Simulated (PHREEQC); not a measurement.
## Brine: speciation

Make-up at 25 °C: 1.9 mol/kgw K2CO3, 0.024 mol/kgw NaHCO3 and 0.00011 mol/kgw H4SiO4. Closed to the air; pH follows from the charge balance.

Model: Pitzer model, pitzer.dat, run in PHREEQC.

* **pH**: 11.68
* **ionic strength**: 5.72 mol/kgw
* **activity of water**: 0.910
* **density**: 1.187 g/cm³
* **osmotic coefficient**: 0.912
* **total alkalinity**: 3820 meq/kg

```json
[
 {"species": "K+", "molality": "3.80", "activity": "1.71", "log γ": "-0.348"},
 {"species": "CO3-2", "molality": "1.90", "activity": "0.275", "log γ": "-0.839"},
 {"species": "HCO3-", "molality": "0.0265", "activity": "0.0126", "log γ": "-0.325"},
 {"species": "Na+", "molality": "0.0240", "activity": "0.00675", "log γ": "-0.551"},
 {"species": "OH-", "molality": "0.00239", "activity": "0.00440", "log γ": "0.265"},
 {"species": "H3SiO4-", "molality": "6.61e-5", "activity": "2.56e-5", "log γ": "-0.413"},
 {"species": "H2SiO4-2", "molality": "4.36e-5", "activity": "8.31e-7", "log γ": "-1.720"},
 {"species": "H4SiO4", "molality": "2.89e-7", "activity": "3.63e-7", "log γ": "0.100"},
 {"species": "CO2", "molality": "4.28e-8", "activity": "6.34e-8", "log γ": "0.170"}
]
```

This is a speciation only: nothing precipitates in the calculation. Species that the database lacks are ignored. In brines, pH and single-ion activities rest on the MacInnes convention.
